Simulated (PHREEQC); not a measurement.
A solution holds 5.6 mol/kgw LiBr, 0.7 mol/kgw SrCl2 and 1.3 mol/kgw NaCl, at 25 °C. Closed to the air; pH follows from the charge balance.

Model: Pitzer model, pitzer.dat, run in PHREEQC.

This is a speciation only: nothing precipitates in the calculation.

### Question
What activity of water, osmotic coefficient does the model give?

### Answer
activity of water 0.520; osmotic coefficient 2.283.

Species that the database lacks are ignored.
